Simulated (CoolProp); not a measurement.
n-pentane along the isotherm 620 K: fugacity coefficient from the reference equation and from simpler models built on Tc = 469.7 K, pc = 3368 kPa, ω = 0.251; each cubic takes its own stable root.

The numbers come from the reference Helmholtz-energy equation of state, Thol 2019 in CoolProp.

```json
[
 {"p (kPa)": "2100", "phase": "gas", "reference": "0.9236", "van der Waals": "0.9098", "Soave-Redlich-Kwong": "?"},
 {"p (kPa)": "4210", "phase": "supercritical", "reference": "0.8533", "van der Waals": "0.8228", "Soave-Redlich-Kwong": "0.8628"},
 {"p (kPa)": "6310", "phase": "supercritical", "reference": "0.7901", "van der Waals": "0.7414", "Soave-Redlich-Kwong": "0.8059"},
 {"p (kPa)": "8420", "phase": "supercritical", "reference": "0.7343", "van der Waals": "?", "Soave-Redlich-Kwong": "0.7579"},
 {"p (kPa)": "10500", "phase": "supercritical", "reference": "?", "van der Waals": "0.6217", "Soave-Redlich-Kwong": "0.7200"},
 {"p (kPa)": "12600", "phase": "supercritical", "reference": "0.6514", "van der Waals": "0.5873", "Soave-Redlich-Kwong": "0.6906"},
 {"p (kPa)": "14700", "phase": "supercritical", "reference": "0.6233", "van der Waals": "0.5646", "Soave-Redlich-Kwong": "0.6688"},
 {"p (kPa)": "16800", "phase": "supercritical", "reference": "0.6025", "van der Waals": "?", "Soave-Redlich-Kwong": "0.6532"}
]
```

Some entries are withheld; supply them.


- 2100, Soave-Redlich-Kwong: 0.9281
- 8420, van der Waals: 0.6719
- 10500, reference: 0.6883
- 16800, van der Waals: 0.5504
